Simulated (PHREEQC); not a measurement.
Consider water at 25 °C with 0.165 mol Cu(NO3)2 and 0.066 mol HBF4 per kg of water. It is in equilibrium with CO2 at log p = 0 (atm). Otherwise closed; pH follows from the charge balance.

The numbers come from PHREEQC with the ion-association model, wateq4f.dat.

Precipitation was switched off in this run.

Problem. What pH, activity of water, ionic strength does the model give?

Solution. pH 1.31; activity of water 0.989; ionic strength 0.559 mol/kgw.

Problem. In which forms is B present?

Solution. BF4- 93 %, H3BO3 3.3 %, BF3OH- 2.9 % of the B.

Complexes and solids missing from the database can't appear. Real BF4- forms and hydrolyses slowly; the run takes it at equilibrium.
